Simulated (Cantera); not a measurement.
An isothermal, constant-pressure homogeneous reactor starts with 74.6 % NO, 25.4 % N2, at 1575 K and 1.30 bar.

Detailed kinetics in Cantera: GRI-Mech 3.0 (53 species, 325 reactions).

Problem. Predict: x(NO) at 3.00 s; x(NO2) at 3.00 s; x(O) at 3.00 s; x(N2) at 3.00 s; x(O2) at 3.00 s; x(N2O) at 3.00 s.

Solution. 
```json
{
  "x(NO) at 3.00 s": "0.656 (gas-phase equilibrium 0.00207)",
  "x(NO2) at 3.00 s": "0.00152 (gas-phase equilibrium 1.35e-5)",
  "x(O) at 3.00 s": "2.10e-6 (gas-phase equilibrium 5.76e-6)",
  "x(N2) at 3.00 s": "0.298 (gas-phase equilibrium 0.626)",
  "x(O2) at 3.00 s": "0.0436 (gas-phase equilibrium 0.372)",
  "x(N2O) at 3.00 s": "0.000155 (gas-phase equilibrium 1.26e-7)"
}
```
